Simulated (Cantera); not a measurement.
Input: 1 mol FeCl2, 4.9 mol HCl, a varied amount of H2, equilibrated at 1098.15 K and 19.0 Pa.

These are equilibrium values from Cantera (NASA tables, ideal gas, pure condensed phases), not measurements of a reactor. Candidate condensed phases: Fe, FeCl2, FeCl3; 11 gas species. Kinetics and transport are ignored.

Q: What share of the Fe ends up in condensed phases as a function of n(H2) (mol), at 15, 23, 36, 57, 90, 140, 220?

A: 
| n(H2) (mol) | Fe condensed (%) | as |
|---|---|---|
| 15 | 40.4 | Fe(α) |
| 23 | 56.7 | Fe(α) |
| 36 | 70.0 | Fe(α) |
| 57 | 79.9 | Fe(α) |
| 90 | 86.8 | Fe(α) |
| 140 | 91.3 | Fe(α) |
| 220 | 94.4 | Fe(α) |
